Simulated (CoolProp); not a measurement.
Vapour-liquid equilibrium of ethane (1) + CHF3 (R23) (2) at 1.44 MPa; x and y are mole fractions of (1).

Values from CoolProp's multi-fluid Helmholtz-energy mixture model, Bücker 2006 and Penoncello 2003; pair parameters Bell 2016.

Q: Give the bubble temperature and the first vapour's composition at x = 0.25, 0.45, 0.95. Is there an azeotrope?

A: x = 0.25: -31.9 °C, y = 0.407; x = 0.45: -33.4 °C, y = 0.491; x = 0.95: -24.1 °C, y = 0.865. y crosses x between x = 0.45 and 0.55: the model has an azeotrope there.

Pair parameters are fitted to limited data, so mixtures are less certain than the pure fluids. With so large a gap from Raoult's law the liquid may split in two, which this calculation doesn't test in full.
